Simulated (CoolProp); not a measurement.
Vapour-liquid equilibrium of trans-2-butene (1) + ethanol (2) at 377.8 K; x and y are mole fractions of (1).

Computed with CoolProp (multi-fluid Helmholtz-energy mixture model, Lemmon 2005 and Schroeder 2014; pair parameters Bell 2016).

Problem. Give the bubble pressure and the first vapour's composition at x = 0.05, 0.35, 0.725. Is there an azeotrope?

Solution. x = 0.05: 0.4781 MPa, y = 0.454; x = 0.35: 1.268 MPa, y = 0.813; x = 0.725: 1.490 MPa, y = 0.868. No azeotrope shows between x = 0.05 and 0.95.

The pair parameters rest on a limited set of measurements; away from them the model extrapolates. With so large a gap from Raoult's law the liquid may split in two, which this calculation doesn't test in full.
